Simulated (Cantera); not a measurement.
What does this Cantera script print?

```python
import numpy as np
import cantera as ct

gas_names = [...]  # 116 gases of nasa_gas.yaml made of C, H, Mg, O
cond_names = """
    C(gr) C6H6(L) C7H8(L) C8H18(L),n-octa H2O(s) H2O(L) Mg(cr) Mg(L) MgCO3(s) MgO(s) MgO(L) MgO2H2(s)
""".split()


# ... load() reads the species with a 1 bar reference pressure and builds the phases ...
atoms = {
    'MgO': {'Mg': 1, 'O': 1},
    'C': {'C': 1},
    'H2': {'H': 2},
}
top_T = {'C(gr)': 4500}  # K; cautious upper limits of use, not melting points


# ... equilibrate(T, P, feed) seeds the gas with the atoms and calls Mixture.equilibrate('TP', solver="vcs", rtol=1e-11, max_steps=5000) ...
results = []
feed = {'MgO': 1, 'C': 4.2, 'H2': 2.3}  # mol
P = 7900  # Pa
for T in [1900, 1925, 1950, 1975, 2000, 2025, 2050, 2075, 2100, 2125, 2150]:
    mix = equilibrate(T, P, feed)
    results.append((T, P, feed, dict(zip(mix.species_names, mix.species_moles))))

top = {s: max(r[3][s] / sum(r[3][g] for g in gas_names) for r in results) for s in gas_names}
cols = sorted((s for s in top if top[s] > 1e-05), key=lambda s: -top[s])[:6]
seen = [c for c in cond_names if any(r[3].get(c, 0) > 1e-12 for r in results)]
print("log10 of partial pressures in bar; condensed amounts in mol")
print(f"{'T/K':>10s}" + "".join(f"{s[:9]:>10s}" for s in cols + seen))
for T, P, feed, n in results:
    ng = sum(n[g] for g in gas_names)
    print(f"{T:10.4g}" + "".join(f"{np.log10(max(n[s] / ng * P / 1e5, 1e-99)):10.3f}" for s in cols)
          + "".join(f"{n.get(c, 0):10.4g}" for c in seen))
```

It prints:

```
log10 of partial pressures in bar; condensed amounts in mol
       T/K        H2        CO        Mg         H C2H2,acet       MgH     C(gr)
      1900    -1.376    -1.736    -1.737    -3.788    -4.794    -4.262     3.198
      1925    -1.376    -1.736    -1.738    -3.708    -4.715    -4.255     3.198
      1950    -1.376    -1.736    -1.738    -3.629    -4.639    -4.248     3.197
      1975    -1.377    -1.736    -1.738    -3.552    -4.564    -4.242     3.197
      2000    -1.377    -1.737    -1.738    -3.477    -4.492    -4.235     3.196
      2025    -1.378    -1.737    -1.738    -3.405    -4.421    -4.229     3.196
      2050    -1.378    -1.737    -1.738    -3.333    -4.352    -4.223     3.195
      2075    -1.379    -1.737    -1.739    -3.264    -4.285    -4.218     3.194
      2100    -1.380    -1.737    -1.739    -3.196    -4.220    -4.212     3.193
      2125    -1.381    -1.738    -1.739    -3.130    -4.157    -4.207     3.192
      2150    -1.382    -1.738    -1.740    -3.066    -4.095    -4.202     3.191
```

Equilibrium computed with Cantera from the NASA thermochemical tables; the gas is ideal and each condensed phase is pure. The tables' values for MgH are old estimates; treat these amounts as uncertain.
